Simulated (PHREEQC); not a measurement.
A solution holds 0.099 mol/kgw H2SO4, 0.00024 mol/kgw Fe(NO3)3 and 0.00047 mol/kgw KH2PO4, at 20 °C. Closed to the air; pH follows from the charge balance.

Equilibrium calculation in PHREEQC: ion-association model, wateq4f.dat.

Each row changes one thing in this solution. No solid was allowed to form.

```tsv
case	pH	ionic strength (mol/kgw)	HSO4- (mol/kgw)	SO4-2 (mol/kgw)	K+ (mol/kgw)	KSO4- (mol/kgw)
as made	1.01	0.141	0.0780	0.0208	0.000451	1.93e-5
Fe(NO3)3 from 0.00024 to 2.4e-05 mol/kgw	1.01	0.141	0.0782	0.0208	0.000451	1.94e-5
Fe(NO3)3 from 0.00024 to 0.00036 mol/kgw	1.01	0.141	0.0779	0.0207	0.000451	1.93e-5
H2SO4 from 0.099 to 0.109 mol/kgw	0.98	0.153	0.0870	0.0217	0.000450	1.96e-5
KH2PO4 replaced by K2SiO3 at the same molality	1.01	0.141	0.0779	0.0208	0.000901	3.88e-5
0.001 mol/kgw NaNO3 added	1.01	0.142	0.0780	0.0208	0.000451	1.93e-5
Fe(NO3)3 replaced by HNO3 at the same molality	1.01	0.141	0.0782	0.0208	0.000451	1.94e-5
H2SO4 replaced by Na2SO4 at the same molality	4.25	0.260	0.000146	0.0800	0.000416	5.43e-5
```

Some of these states are supersaturated (in Quartz (slow to form), Chalcedony (slow to form), Strengite, for instance). H3PO4, which wateq4f.dat lacks, is added to it with the constant of phreeqc.dat.
